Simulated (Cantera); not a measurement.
An isothermal, constant-pressure homogeneous reactor starts with 0.249 % CO, 8.18 % O2, 2.67 % H2O, 88.9 % N2, at 1448 K and 0.450 bar.

Detailed kinetics in Cantera: GRI-Mech 3.0 (53 species, 325 reactions).

x: mole fraction; the columns are a selection and need not sum to one.

```tsv
t (s)	x CO	x O2	x H2O	x OH	x N2O	x HO2	x H2
7.00e-6	0.00249	0.0818	0.0267	5.58e-10	<1e-12	5.15e-10	<1e-12
2.54e-5	0.00249	0.0818	0.0267	2.42e-9	<1e-12	1.85e-9	3.80e-12
9.21e-5	0.00249	0.0818	0.0267	1.36e-8	<1e-12	6.43e-9	8.94e-11
0.000334	0.00249	0.0818	0.0267	1.15e-7	2.81e-12	2.08e-8	?
0.00121	0.00249	0.0818	0.0267	5.06e-6	9.29e-11	1.15e-7	?
0.00439	0.000653	0.0806	0.0263	0.000545	1.55e-7	2.55e-6	?
0.0159	1.15e-5	0.0806	0.0266	0.000151	3.62e-7	3.10e-7	?
0.0578	3.37e-7	0.0806	0.0267	5.19e-5	3.19e-7	4.80e-8	?
0.210	4.04e-8	0.0806	0.0267	2.75e-5	1.30e-7	2.78e-8	?
0.760	2.88e-8	0.0806	0.0267	2.44e-5	2.92e-8	2.73e-8	1.30e-7
2.76	2.87e-8	0.0806	0.0267	2.44e-5	2.76e-8	2.73e-8	1.30e-7
10.0	2.87e-8	0.0806	0.0267	2.44e-5	2.76e-8	2.73e-8	1.30e-7
```

**Question.** Some entries are withheld; supply them.

**Answer.** 
- 0.000334, x H2: 2.41e-9
- 0.00121, x H2: 2.10e-7
- 0.00439, x H2: 7.11e-5
- 0.0159, x H2: 5.24e-6
- 0.0578, x H2: 5.95e-7
- 0.210, x H2: 1.65e-7
